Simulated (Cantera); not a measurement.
A freely propagating, adiabatic, planar premixed flame of CH4 : O2 : N2 = 1 : 2.15 : 8.09 (molar parts), unburnt at 375 K and 0.296 atm; multicomponent+Soret transport, grid criteria slope 0.08 and curve 0.16, no radiation.

Computed with Cantera and GRI-Mech 3.0 (53 species, 325 reactions). Burning velocities carry a grid error of a few per cent, more on coarse grids.

### Question
Predict: laminar burning velocity; thermal thickness; peak x(CH2); peak x(C2H2).

### Answer
```json
{
  "laminar_burning_velocity": "71.2 cm/s",
  "thermal_thickness": "1.13 mm",
  "peak x(CH2)": "3.95e-5",
  "peak x(C2H2)": "5.44e-5"
}
```
